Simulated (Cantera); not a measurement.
# Calcination and drying: CsOH + H₂ + H₂O

Input: 1 mol CsOH, 0.33 mol H₂, 1.3 mol H₂O, equilibrated at 1000 Pa.

Method: chemical equilibrium by Gibbs-energy minimisation in Cantera with the NASA 1993 tables (ideal gas, pure condensed phases). Candidate condensed phases: Cs, CsOH, H₂O; 15 gas species. Rates play no part.

From 1377 °C to 1777 °C nothing is condensed. The main Cs-bearing gas is CsOH throughout.

| T (°C) | log p H₂O | log p CsOH | log p Cs | log p H₂ | log p OH | log p H | log p O₂ | log p O |
|---|---|---|---|---|---|---|---|---|
| 1377 | -2.25 | -2.57 | -3.02 | -3.14 | -6.06 | -5.61 | -8.07 | -8.62 |
| 1427 | -2.24 | -2.59 | -2.98 | -3.17 | -5.77 | -5.42 | -7.53 | -8.12 |
| 1477 | -2.24 | -2.61 | -2.95 | -3.21 | -5.50 | -5.24 | -7.02 | -7.63 |
| 1527 | -2.23 | -2.63 | -2.92 | -3.24 | -5.24 | -5.07 | -6.53 | -7.18 |
| 1577 | -2.23 | -2.64 | -2.89 | -3.27 | -4.99 | -4.90 | -6.06 | -6.74 |
| 1627 | -2.23 | -2.66 | -2.87 | -3.30 | -4.76 | -4.75 | -5.62 | -6.33 |
| 1677 | -2.23 | -2.68 | -2.85 | -3.33 | -4.54 | -4.61 | -5.20 | -5.95 |
| 1727 | -2.22 | -2.70 | -2.82 | -3.35 | -4.34 | -4.47 | -4.82 | -5.58 |
| 1777 | -2.23 | -2.73 | -2.80 | -3.36 | -4.15 | -4.33 | -4.49 | -5.26 |
log p: log10 of the partial pressure in bar; nothing condenses.
